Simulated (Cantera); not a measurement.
## Low-pressure radical oxidation in H2/O2

An isothermal, constant-pressure homogeneous reactor starts with H2 : O2 = 0.13 : 1 (molar parts), equivalence ratio 0.065, at 1025 K and 0.00928 atm.

Model: the H2/O2 subset of GRI-Mech 3.0, which has no nitrogen chemistry, integrated in Cantera. Radical loss at walls, strong at low pressure, is not modelled. The temperature is held fixed by assumption; the heat of reaction is taken as removed at once.

| t (s) | x H2 | x O2 | x H2O | x O | x H2O2 |
|---|---|---|---|---|---|
| 3.00e-6 | 0.115 | 0.885 | <1e-12 | <1e-12 | <1e-12 |
| 9.03e-6 | 0.115 | 0.885 | <1e-12 | <1e-12 | <1e-12 |
| 2.72e-5 | 0.115 | 0.885 | <1e-12 | 2.69e-12 | <1e-12 |
| 8.18e-5 | 0.115 | 0.885 | 8.99e-12 | 2.18e-11 | <1e-12 |
| 0.000246 | 0.115 | 0.885 | 1.64e-10 | 1.72e-10 | <1e-12 |
| 0.000742 | 0.115 | 0.885 | 3.94e-9 | 2.19e-9 | <1e-12 |
| 0.00223 | 0.115 | 0.885 | 1.34e-6 | 6.13e-7 | 6.43e-12 |
| 0.00672 | 0.0131 | 0.831 | 0.0798 | 0.0307 | 2.23e-7 |
| 0.0202 | 0.00216 | 0.851 | 0.109 | 0.0215 | 1.42e-7 |
| 0.0609 | 0.000421 | 0.873 | 0.120 | 0.00413 | 1.66e-7 |
| 0.183 | 4.05e-5 | 0.877 | 0.122 | 0.000404 | 1.18e-7 |
| 0.552 | 4.23e-6 | 0.878 | 0.122 | 4.51e-5 | 5.34e-8 |
| 1.66 | 6.33e-7 | 0.878 | 0.122 | 7.32e-6 | 2.09e-8 |
| 5.00 | 1.29e-7 | 0.878 | 0.122 | 1.59e-6 | 7.99e-9 |
x: mole fraction; the columns are a selection and need not sum to one.

Equilibrium at this temperature and pressure: H2 2.45e-10, O2 0.878, H2O 0.122, O 3.21e-9, H2O2 4.27e-11 (gas phase only).
